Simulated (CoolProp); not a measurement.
Vapour pressure (bar) of methanol: the reference equation beside estimates from Tc = 513.4 K, pc = 82.16 bar, ω = 0.565. Clausius-Clapeyron is anchored at 359.9 K with a constant enthalpy of vaporisation of 33.78 kJ/mol.

Model: reference Helmholtz-energy equation of state, de Reuck 1993, in CoolProp.

| T (K) | reference | Lee-Kesler | Clausius-Clapeyron | van der Waals | Redlich-Kwong | Soave-Redlich-Kwong | Peng-Robinson |
|---|---|---|---|---|---|---|---|
| 347.6 | 1.481 | 1.447 | 1.537 | 13.87 | 5.390 | 1.446 | 1.483 |
| 353.7 | 1.847 | 1.822 | 1.880 | 15.18 | 6.273 | 1.822 | 1.859 |
| 359.9 | 2.291 | 2.280 | 2.291 | 16.59 | 7.275 | 2.281 | 2.318 |
| 366.1 | [?] | 2.826 | 2.774 | 18.09 | 8.386 | 2.829 | 2.864 |
| 372.2 | 3.433 | 3.460 | 3.327 | 19.65 | 9.594 | [?] | 3.497 |
| 378.4 | 4.162 | 4.215 | 3.979 | 21.32 | 10.94 | 4.226 | [?] |
| 384.6 | 5.012 | 5.094 | 4.731 | 23.08 | 12.42 | 5.112 | 5.128 |
| 390.7 | 5.980 | 6.092 | 5.579 | 24.90 | 14.01 | 6.122 | 6.125 |
| 396.9 | 7.111 | 7.257 | 6.563 | 26.84 | 15.76 | 7.302 | 7.290 |
| 403.1 | 8.407 | 8.587 | 7.682 | 28.87 | 17.66 | 8.653 | [?] |

**Question.** What belongs in the gaps?

**Answer.** 
- 366.1, reference: 2.820
- 372.2, Soave-Redlich-Kwong: 3.466
- 378.4, Peng-Robinson: 4.250
- 403.1, Peng-Robinson: 8.622

Absolute difference from the reference over all 10 rows, mean and median: Lee-Kesler 1.4 and 1.5 %, Clausius-Clapeyron 4.3 and 4.1 %, van der Waals 480.6 and 442.3 %, Redlich-Kwong 177.5 and 171.2 %, Soave-Redlich-Kwong 1.7 and 1.8 %, Peng-Robinson 1.7 and 2.0 %.
